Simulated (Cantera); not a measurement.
A perfectly stirred reactor is fed with CO : H₂ : O₂ : N₂ = 1 : 0.041 : 0.347 : 1.3 (molar parts), at 1.01 bar; it is adiabatic with a 673 K inlet, and is followed from long to short residence time, starting on the burning branch (τ in s: 0.23, 0.064, 0.018, 0.0051, 0.0014, 0.00041, 0.00012, 3.3e-05, 9.2e-06).

Cantera simulation using GRI-Mech 3.0 (53 species, 325 reactions); the numbers are that mechanism's predictions, not measurements.

Problem. What does this change do: pressure from 1.01 bar to 6.20 bar?

Solution. 
```json
[
 {"quantity": "blow-out, bracketed by the residence times tried", "before": "burning at 0.120 ms, out at 33.0 µs", "after": "burning at 33.0 µs, out at 9.20 µs"},
 {"quantity": "x(CO) at τ = 0.230 s", "before": "0.163", "after": "0.154"},
 {"quantity": "x(H₂) at τ = 0.230 s", "before": "0.00140", "after": "0.00131"},
 {"quantity": "x(O₂) at τ = 0.230 s", "before": "0.00598", "after": "0.00222"},
 {"quantity": "x(H₂O) at τ = 0.230 s", "before": "0.0140", "after": "0.0150"},
 {"quantity": "x(N₂O) at τ = 0.230 s", "before": "1.59e-7", "after": "2.79e-7"},
 {"quantity": "x(CO) at τ = 1.40 ms", "before": "0.205", "after": "0.165"},
 {"quantity": "x(H₂) at τ = 1.40 ms", "before": "0.00182", "after": "0.00140"},
 {"quantity": "x(O₂) at τ = 1.40 ms", "before": "0.0272", "after": "0.00761"},
 {"quantity": "x(H₂O) at τ = 1.40 ms", "before": "0.00913", "after": "0.0138"},
 {"quantity": "x(N₂O) at τ = 1.40 ms", "before": "1.92e-7", "after": "5.53e-7"}
]
```
The hydrogen kinetics of GRI-Mech 3.0 are dated; newer H2 mechanisms differ, most at raised pressure.
